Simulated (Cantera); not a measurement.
An isothermal, constant-pressure homogeneous reactor starts with C2H6 : N2 = 1 : 110 (molar parts), at 1600 K and 315 Torr. Integrator tolerance rtol = 1e-08.

Computed with Cantera and GRI-Mech 3.0 (53 species, 325 reactions). GRI-Mech 3.0 stops at C3 and has no aromatics, soot or wall deposition, so with more carbon than oxygen in the feed, carbon stays in small species such as C2H2 where larger ones or solid carbon would form.

What does this change do: temperature 1600 to 1450 K?


```tsv
quantity	before	after
x(C2H6) at 3.00 s	3.11e-8 (gas-phase equilibrium 2.33e-11)	2.84e-7 (gas-phase equilibrium 3.66e-10)
x(H) at 3.00 s	1.08e-5 (gas-phase equilibrium 1.12e-5)	1.63e-6 (gas-phase equilibrium 1.95e-6)
x(CH4) at 3.00 s	0.000378 (gas-phase equilibrium 9.16e-6)	0.00158 (gas-phase equilibrium 4.83e-5)
x(CH3) at 3.00 s	4.83e-6 (gas-phase equilibrium 1.18e-7)	3.38e-6 (gas-phase equilibrium 1.08e-7)
x(HCN) at 3.00 s	5.12e-6 (gas-phase equilibrium 0.0159)	4.72e-7 (gas-phase equilibrium 0.0154)
x(C2H) at 3.00 s	1.83e-8 (gas-phase equilibrium 1.93e-9)	1.17e-9 (gas-phase equilibrium 1.67e-10)
x(C2H4) at 3.00 s	7.23e-6 (gas-phase equilibrium 7.43e-7)	2.67e-5 (gas-phase equilibrium 3.87e-6)
```

What does this change do: pressure from 315 Torr to 0.285 Torr?


| quantity | before | after |
|---|---|---|
| x(C2H6) at 3.00 s | 3.11e-8 (gas-phase equilibrium 2.33e-11) | 2.20e-8 (gas-phase equilibrium <1e-12) |
| x(H) at 3.00 s | 1.08e-5 (gas-phase equilibrium 1.12e-5) | 0.000167 (gas-phase equilibrium 0.000372) |
| x(CH4) at 3.00 s | 0.000378 (gas-phase equilibrium 9.16e-6) | 0.000640 (gas-phase equilibrium 8.18e-9) |
| x(CH3) at 3.00 s | 4.83e-6 (gas-phase equilibrium 1.18e-7) | 0.000125 (gas-phase equilibrium 3.52e-9) |
| x(HCN) at 3.00 s | 5.12e-6 (gas-phase equilibrium 0.0159) | 3.21e-5 (gas-phase equilibrium 0.0159) |
| x(C2H) at 3.00 s | 1.83e-8 (gas-phase equilibrium 1.93e-9) | 2.87e-7 (gas-phase equilibrium 6.46e-8) |
| x(C2H4) at 3.00 s | 7.23e-6 (gas-phase equilibrium 7.43e-7) | 2.78e-5 (gas-phase equilibrium 6.66e-10) |
Radical loss at walls, strong at low pressure, is not modelled.
